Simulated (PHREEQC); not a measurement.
Solution (25 °C): 16 mmol/kgw HF, 14 mmol/kgw NH4F and 1.9 mmol/kgw H4SiO4. Closed to the air; pH follows from the charge balance.

All values are PHREEQC results (ion-association model, phreeqc.dat), not measurements.

```
quantity                    before     after
------------------------  --------  --------
pH                            3.26      2.38
ionic strength (mol/kgw)    0.0165   0.00632
F- (mol/kgw)                0.0105  0.000718
HF (mol/kgw)               0.00749   0.00408
HF2- (mol/kgw)            0.000302   1.13e-5
H4SiO4 (mol/kgw)           1.41e-8   3.68e-5
SI of Quartz (SiO2)          -3.87     -0.45
```

### Question
Name the change that produced these shifts.
(A) H4SiO4 from 0.0019 to 0.00095 mol/kgw
(B) NH4F left out
(C) NH4F from 0.014 to 0.0028 mol/kgw
(D) diluted 2-fold with water
(E) 0.0008 mol/kgw Ca(OH)2 added

### Answer
B, NH4F left out

No solid was allowed to form. SiF6-2 is the database's only silicon fluoride.
